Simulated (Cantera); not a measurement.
## Premixed flame

A freely propagating, adiabatic, planar premixed flame of CH3OH : O2 : N2 = 0.78 : 1.25 : 5 (molar parts), unburnt at 425 K and 1.00 atm; mixture-averaged transport, grid criteria slope 0.08 and curve 0.16, no radiation.

Model: GRI-Mech 3.0 (53 species, 325 reactions), integrated in Cantera. GRI-Mech 3.0 was tuned for natural gas; its chemistry of methanol as a main component is partial and can be far from experiment. Burning velocities carry a grid error of a few per cent, more on coarse grids.

```tsv
z (mm)	T (K)	u (m/s)	x CH3OH	x O2	x H2O2	x CO2	x H	x C2H
-1.05	425	0.609	0.111	0.178	3.13e-7	3.90e-7	<1e-8	<1e-8
-0.700	427	0.613	0.111	0.177	3.48e-6	6.18e-6	<1e-8	<1e-8
-0.525	435	0.626	0.110	0.176	1.83e-5	4.51e-5	<1e-8	<1e-8
-0.350	493	0.716	0.107	0.170	0.000127	0.000492	<1e-8	<1e-8
-0.175	830	1.24	0.0815	0.141	0.000788	0.00546	3.23e-7	<1e-8
-0.0875	1199	1.84	0.0461	0.108	0.00127	0.0137	3.56e-5	<1e-8
0	1605	2.52	0.00593	0.0690	0.000149	0.0282	0.00135	<1e-8
0.0875	1743	2.74	3.11e-5	0.0463	6.95e-7	0.0456	0.00507	<1e-8
0.175	1799	2.82	4.17e-8	0.0359	5.71e-7	0.0595	0.00659	<1e-8
0.350	1876	2.91	<1e-8	0.0288	4.40e-7	0.0736	0.00630	<1e-8
0.700	1965	3.03	<1e-8	0.0244	2.98e-7	0.0820	0.00446	<1e-8
1.40	2052	3.15	<1e-8	0.0208	1.98e-7	0.0867	0.00250	<1e-8
2.80	2124	3.24	<1e-8	0.0176	1.36e-7	0.0914	0.00123	<1e-8
```
x: mole fraction of selected species; z is measured from the peak of heat release.

| Property | Value |
|---|---|
| laminar burning velocity | 60.8 cm/s |
| thermal thickness | 0.350 mm |
| peak x(H2O2) | 0.00127 |
| peak x(H) | 0.00672 |
| peak x(C2H) | <1e-8 |
| grid points | 131 |
